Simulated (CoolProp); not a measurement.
The fluoroketone C6F12O (FK-5-1-12) along the isobar 62.6 bar: Z from the reference equation and from simpler models built on Tc = 441.8 K, pc = 18.69 bar, ω = 0.471; each cubic takes its own stable root.

Model: reference Helmholtz-energy equation of state, McLinden 2015, in CoolProp.

| T (K) | phase | reference |
|---|---|---|
| 346.4 | liquid | 0.4601 |
| 357.2 | liquid | 0.4562 |
| 368.1 | liquid | 0.4533 |
| 379 | liquid | 0.4514 |
| 389.8 | liquid | 0.4506 |
| 400.7 | liquid | 0.4510 |
| 411.6 | liquid | 0.4527 |
| 422.4 | liquid | 0.4558 |
| 433.3 | liquid | 0.4606 |
| 444.2 | supercritical | 0.4674 |
| 455 | supercritical | 0.4765 |
| 465.9 | supercritical | 0.4885 |
| 476.8 | supercritical | 0.5036 |
| 487.6 | supercritical | 0.5220 |

Task: How far does each simpler model (van der Waals, Redlich-Kwong, Soave-Redlich-Kwong) lie from the reference over these 14 states: mean and median of the absolute difference, and the worst?

Result: 
- van der Waals: mean 42.7 %, median 44.9 %, worst +55.7 % at 346.4 K and 62.6 bar
- Redlich-Kwong: mean 10.6 %, median 11.7 %, worst +12.9 % at 346.4 K and 62.6 bar
- Soave-Redlich-Kwong: mean 9.6 %, median 9.2 %, worst +12.6 % at 487.6 K and 62.6 bar
